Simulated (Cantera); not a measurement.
Mixture: 16.8 % CH4, 22.4 % O2, 58.3 % N2, 2.52 % H2O, at 960000 Pa, adiabatic and at constant pressure. Ignition delay is the time to a rise of 400 K.

Detailed kinetics in Cantera: GRI-Mech 3.0 (53 species, 325 reactions).

Problem. At T0 = 1525 K, what is the delay, and which 6 reactions control it most (d ln τ / d ln k, from doubling and halving each rate constant)?

Solution. The delay is 0.142 ms.
```json
[
 {"reaction": "2 CH3 (+M) <=> C2H6 (+M)", "d ln τ / d ln k": "0.42", "faster rate": "lengthens it"},
 {"reaction": "CH3 + O2 <=> CH3O + O", "d ln τ / d ln k": "-0.42", "faster rate": "shortens it"},
 {"reaction": "H + O2 <=> O + OH", "d ln τ / d ln k": "-0.23", "faster rate": "shortens it"},
 {"reaction": "CH3 + HO2 <=> CH3O + OH", "d ln τ / d ln k": "-0.22", "faster rate": "shortens it"},
 {"reaction": "CH3 + O2 <=> CH2O + OH", "d ln τ / d ln k": "-0.22", "faster rate": "shortens it"},
 {"reaction": "CH4 + H <=> CH3 + H2", "d ln τ / d ln k": "0.21", "faster rate": "lengthens it"}
]
```
